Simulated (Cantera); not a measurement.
Standard-state values (1 bar) from the NASA 1993 polynomials, evaluated with Cantera. Values are per mole of reaction as written; species without (g) are pure solids or liquids, kept so even where they would boil at 1 bar.

10 O(g) + P₄(g) → P₄O₁₀(g)

| T (K) | ΔH° (kJ) | ΔS° (J/K) | ΔG° (kJ) | log10 K |
|---|---|---|---|---|
| 448 | -5465.3 | -1515.8 | -4786.2 | 558.03 |
| 548 | … | … | … | … |
| 648 | -5470.7 | -1526.2 | -4481.7 | 361.26 |
| 748 | … | … | … | … |
| 848 | … | … | … | … |
| 948 | -5469.7 | -1525.3 | -4023.7 | 221.70 |
| 1048 | -5468.1 | -1523.7 | -3871.3 | 192.95 |
| 1148 | -5466.1 | -1521.9 | -3719.0 | 169.21 |
| 1248 | -5463.9 | -1520.0 | -3566.9 | 149.29 |

Task: Complete the blanks.

Result: 
- 548, ΔH° (kJ): -5468.9
- 548, ΔS° (J/K): -1523.1
- 548, ΔG° (kJ): -4634.2
- 548, log10 K: 441.72
- 748, ΔH° (kJ): -5471.2
- 748, ΔS° (J/K): -1527.0
- 748, ΔG° (kJ): -4329.0
- 748, log10 K: 302.30
- 848, ΔH° (kJ): -5470.8
- 848, ΔS° (J/K): -1526.5
- 848, ΔG° (kJ): -4176.3
- 848, log10 K: 257.25
